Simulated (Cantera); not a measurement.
A closed system holds: 1 mol Si, a varied amount of HF, at 1200 K and 75.0 mbar.

Equilibrium computed with Cantera from the NASA thermochemical tables; the gas is ideal and each condensed phase is pure. Candidate condensed phases: Si; 25 gas species. Rates play no part.

**Question.** At 5.2 mol HF, list the 4 most abundant gas species with their mole fractions, and the condensed phases.

**Answer.** H2 0.476, HF 0.286, SiF4 0.238, SiHF3 1.30e-5. Condensed: gas only.
